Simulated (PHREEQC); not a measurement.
**Brine: an equilibrium model**

A solution holds 0.93 mol LiCl and 0.16 mol K2SO4 per kg of water, at 20 °C. Closed to the air; pH follows from the charge balance.

All values are PHREEQC results (ion-association model, phreeqc.dat), not measurements.

Precipitation was switched off in this run.

What ionic strength does the model give?

ionic strength 1.27 mol/kgw.

In which forms is K present?

K+ 93 %, KSO4- 6.8 % of the K.

Caution: at this ionic strength the ion-association model is outside its range; a Pitzer model would be the better tool where its parameters exist. Complexes and solids missing from the database can't appear.
